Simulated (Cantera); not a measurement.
## Adiabatic ignition

An adiabatic, constant-pressure homogeneous reactor starts with 5.14 % CH₄, 0.617 % H₂, 16.0 % O₂, 60.2 % N₂, 18.0 % H₂O, at 1723 K and 10.0 bar.

Cantera simulation using GRI-Mech 3.0 (53 species, 325 reactions); the numbers are that mechanism's predictions, not measurements.

```json
[
 {"t (s)": "8.00e-6", "T (K)": "1725", "x CH₄": "0.0501", "x H₂": "0.00618", "x O₂": "0.160", "x C₂H₆": "0.000151", "x H₂O₂": "1.97e-6", "x C₂H₂": "1.58e-7", "x CH₃": "0.000555"},
 {"t (s)": "1.97e-5", "T (K)": "1818", "x CH₄": "0.0328", "x H₂": "0.0111", "x O₂": "0.145", "x C₂H₆": "0.00109", "x H₂O₂": "1.71e-5", "x C₂H₂": "0.000135", "x CH₃": "0.00196"},
 {"t (s)": "4.87e-5", "T (K)": "2620", "x CH₄": "<1e-12", "x H₂": "0.00391", "x O₂": "0.0540", "x C₂H₆": "<1e-12", "x H₂O₂": "1.83e-6", "x C₂H₂": "<1e-12", "x CH₃": "<1e-12"},
 {"t (s)": "0.000120", "T (K)": "2619", "x CH₄": "<1e-12", "x H₂": "0.00391", "x O₂": "0.0538", "x C₂H₆": "<1e-12", "x H₂O₂": "1.82e-6", "x C₂H₂": "<1e-12", "x CH₃": "<1e-12"},
 {"t (s)": "0.000296", "T (K)": "2617", "x CH₄": "<1e-12", "x H₂": "0.00390", "x O₂": "0.0533", "x C₂H₆": "<1e-12", "x H₂O₂": "1.81e-6", "x C₂H₂": "<1e-12", "x CH₃": "<1e-12"},
 {"t (s)": "0.000730", "T (K)": "2614", "x CH₄": "<1e-12", "x H₂": "0.00388", "x O₂": "0.0521", "x C₂H₆": "<1e-12", "x H₂O₂": "1.78e-6", "x C₂H₂": "<1e-12", "x CH₃": "<1e-12"},
 {"t (s)": "0.00180", "T (K)": "2608", "x CH₄": "<1e-12", "x H₂": "0.00385", "x O₂": "0.0502", "x C₂H₆": "<1e-12", "x H₂O₂": "1.73e-6", "x C₂H₂": "<1e-12", "x CH₃": "<1e-12"},
 {"t (s)": "0.00444", "T (K)": "2603", "x CH₄": "<1e-12", "x H₂": "0.00384", "x O₂": "0.0489", "x C₂H₆": "<1e-12", "x H₂O₂": "1.69e-6", "x C₂H₂": "<1e-12", "x CH₃": "<1e-12"},
 {"t (s)": "0.0110", "T (K)": "2603", "x CH₄": "<1e-12", "x H₂": "0.00383", "x O₂": "0.0487", "x C₂H₆": "<1e-12", "x H₂O₂": "1.68e-6", "x C₂H₂": "<1e-12", "x CH₃": "<1e-12"},
 {"t (s)": "0.0270", "T (K)": "2603", "x CH₄": "<1e-12", "x H₂": "0.00383", "x O₂": "0.0486", "x C₂H₆": "<1e-12", "x H₂O₂": "1.68e-6", "x C₂H₂": "<1e-12", "x CH₃": "<1e-12"},
 {"t (s)": "0.0666", "T (K)": "2603", "x CH₄": "<1e-12", "x H₂": "0.00383", "x O₂": "0.0486", "x C₂H₆": "<1e-12", "x H₂O₂": "1.68e-6", "x C₂H₂": "<1e-12", "x CH₃": "<1e-12"},
 {"t (s)": "0.164", "T (K)": "2603", "x CH₄": "<1e-12", "x H₂": "0.00383", "x O₂": "0.0486", "x C₂H₆": "<1e-12", "x H₂O₂": "1.68e-6", "x C₂H₂": "<1e-12", "x CH₃": "<1e-12"},
 {"t (s)": "0.405", "T (K)": "2603", "x CH₄": "<1e-12", "x H₂": "0.00383", "x O₂": "0.0486", "x C₂H₆": "<1e-12", "x H₂O₂": "1.68e-6", "x C₂H₂": "<1e-12", "x CH₃": "<1e-12"},
 {"t (s)": "1.00", "T (K)": "2603", "x CH₄": "<1e-12", "x H₂": "0.00383", "x O₂": "0.0486", "x C₂H₆": "<1e-12", "x H₂O₂": "1.68e-6", "x C₂H₂": "<1e-12", "x CH₃": "<1e-12"}
]
```
x: mole fraction; the columns are a selection and need not sum to one.

The time of steepest temperature rise is 23.0 µs and the temperature at 1.00 s comes out as 2603 K. The equilibrium temperature is 2603 K and the x(CH₄) at 1.00 s comes out as <1e-12 (gas-phase equilibrium <1e-12). The x(H₂) at 1.00 s comes out as 0.00383 (gas-phase equilibrium 0.00383) and the x(O₂) at 1.00 s is 0.0486 (gas-phase equilibrium 0.0486).
